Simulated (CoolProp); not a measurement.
Vapour pressure (bar) of the fluoroketone C6F12O (FK-5-1-12): the reference equation beside estimates from Tc = 441.8 K, pc = 18.69 bar, ω = 0.471. Clausius-Clapeyron is anchored at 364.5 K with a constant enthalpy of vaporisation of 23.33 kJ/mol.

Model: reference Helmholtz-energy equation of state, McLinden 2015, in CoolProp.

```
T (K)  reference  Lee-Kesler  Clausius-Clapeyron  van der Waals  Redlich-Kwong  Soave-Redlich-Kwong  Peng-Robinson
-----  ---------  ----------  ------------------  -------------  -------------  -------------------  -------------
326.8      1.185       1.186               1.480          4.935          2.560                1.187          1.185
336.2      1.607       1.609               1.881          5.661          3.185                1.613          1.604
345.6      2.137       2.138               2.361          6.453          3.910                2.148          2.130
355.1      2.798       2.799               2.933          7.321          4.751                2.819          2.791
364.5      3.596       3.596               3.596          8.249          5.699                3.631          3.589
373.9      4.556       4.553               4.364          9.248          6.768                4.609          4.553
383.4      5.712       5.706               5.255          10.33          7.979                5.789          5.718
392.8      7.062       7.053               6.261          11.48          9.313                7.167          7.083
```

Absolute difference from the reference over all 8 rows, mean and median: Lee-Kesler 0.1 and 0.1 %, Clausius-Clapeyron 10.1 and 9.2 %, van der Waals 163.5 and 145.5 %, Redlich-Kwong 68.2 and 64.1 %, Soave-Redlich-Kwong 0.8 and 0.9 %, Peng-Robinson 0.2 and 0.2 %.
